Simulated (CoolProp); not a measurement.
Vapour-liquid equilibrium of n-octane (1) + n-dodecane (2) at 318 K; x and y are mole fractions of (1).

Computed with CoolProp (multi-fluid Helmholtz-energy mixture model, Beckmüller 2019 and Lemmon 2004; pair parameters Bell 2016).

```csv
x,"bubble pressure, mixture model (MPa)","bubble pressure, Raoult's law (MPa)","y, mixture model","y, Raoult's law"
0.05,0.0003192,0.0003416,0.755,0.771
0.2,0.001050,0.001120,0.937,0.941
0.35,0.001812,0.001897,0.971,0.972
0.5,0.002600,0.002675,0.984,0.985
0.65,0.003403,0.003453,0.992,0.992
0.8,0.004209,0.004231,0.996,0.996
0.95,0.005006,0.005009,0.999,0.999
```

The largest gap from Raoult's law is -6.6 % in bubble pressure, at x = 0.05. No azeotrope shows between x = 0.05 and 0.95.

The pair parameters rest on a limited set of measurements; away from them the model extrapolates.
